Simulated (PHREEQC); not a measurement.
0.04 g of hydrous ferric oxide (600 m²/g; 0.2 weak and 0.005 strong sites per Fe, Dzombak-Morel constants, diffuse double layer) in 1 kg of water with 0.05 mol/kgw of an inert sodium salt and 1.9e-07 mol/kgw NaF, 4.9e-07 mol/kgw H3BO3 and 2.8e-06 mol/kgw CaCl2, at 25 °C; the pH is set by adding NaOH or the inert anion's acid. Oxygen is held at 0.21 atm. The system is closed to CO2. Precipitation was switched off in this run.

Computed with PHREEQC (ion-association model, wateq4f.dat).

Predict F sorbed (%) at pH = 4, 6, 7.5, 9.5.


| pH | F sorbed (%) |
|---|---|
| 4 | 47.8 |
| 6 | 10.5 |
| 7.5 | 0.8 |
| 9.5 | 0.0 |

Real BF4- forms and hydrolyses slowly; the run takes it at equilibrium.
